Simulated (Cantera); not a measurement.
An adiabatic, constant-volume homogeneous reactor starts with H2 : O2 : N2 : NO = 1 : 0.909 : 7.73 : 0.032 (molar parts), at 1000 K and 20.7 atm.

Computed with Cantera and GRI-Mech 3.0 (53 species, 325 reactions). The hydrogen kinetics of GRI-Mech 3.0 are dated; newer H2 mechanisms differ, most at raised pressure. The pressure lies above the range GRI-Mech 3.0 was tuned for (to about 10 atm). The mechanism lacks 2 NO + O2 → 2 NO2 and HONO, so NO2 and the effect of NO are under-described below about 1400 K.

One state of this run: T (K) = 1958; P (bar) = 39.0; x H2 = 1.73e-5; x O2 = 0.0448; x H = 8.16e-7; x H2O = 0.109; x HO2 = 1.95e-6; x NO2 = 1.49e-5; x NO = 0.00279. x: mole fraction; the columns are a selection and need not sum to one.

Question: Which value of t (s) does it belong to?
(A) 0.00126
(B) 4.00e-6
(C) 1.04e-5
(D) 7.11e-5

Answer: A, 0.00126
